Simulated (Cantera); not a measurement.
A closed system holds: 1 mol PH3, 0.095 mol O2, held at 60800 Torr.

Cantera equilibrium calculation (NASA polynomials, part measured and part estimated; ideal gas, pure solids and liquids). Candidate condensed phases: H2O, P, P4O10; 17 gas species. The ideal-gas law is rough above about 30 bar. Gases not in the tables: HPO2, HPO3 and P4O6. The numbers say what is thermodynamically allowed, not how fast it happens.

x: gas mole fraction; nothing condenses.

```json
[
 {"T (°C)": "650", "x H2": "0.779", "x P4": "0.136", "x H2O": "0.0631", "x P2": "0.000144", "x PH3": "0.0177", "x P4O10": "0.00469"},
 {"T (°C)": "750", "x H2": "0.749", "x P4": "0.139", "x H2O": "0.0965", "x P2": "0.000608", "x PH3": "0.0135", "x P4O10": "0.00131"},
 {"T (°C)": "850", "x H2": "0.738", "x P4": "0.140", "x H2O": "0.109", "x P2": "0.00196", "x PH3": "0.0110", "x P4O10": "4.33e-5"},
 {"T (°C)": "950", "x H2": "0.738", "x P4": "0.139", "x H2O": "0.109", "x P2": "?", "x PH3": "?", "x P4O10": "?"},
 {"T (°C)": "1050", "x H2": "0.737", "x P4": "0.135", "x H2O": "0.109", "x P2": "?", "x PH3": "?", "x P4O10": "?"},
 {"T (°C)": "1150", "x H2": "0.733", "x P4": "0.129", "x H2O": "0.108", "x P2": "0.0229", "x PH3": "0.00724", "x P4O10": "2.04e-9"},
 {"T (°C)": "1250", "x H2": "0.728", "x P4": "0.119", "x H2O": "0.107", "x P2": "0.0405", "x PH3": "0.00639", "x P4O10": "1.82e-10"},
 {"T (°C)": "1350", "x H2": "0.719", "x P4": "0.105", "x H2O": "0.105", "x P2": "0.0648", "x PH3": "0.00562", "x P4O10": "2.13e-11"},
 {"T (°C)": "1450", "x H2": "0.709", "x P4": "0.0877", "x H2O": "0.103", "x P2": "0.0948", "x PH3": "0.00491", "x P4O10": "2.99e-12"}
]
```

Question: What belongs in the gaps?

Answer: 
- 1050, x P2: 0.0116
- 1050, x PH3: 0.00823
- 1050, x P4O10: 3.32e-8
- 950, x P2: 0.00516
- 950, x PH3: 0.00944
- 950, x P4O10: 8.82e-7
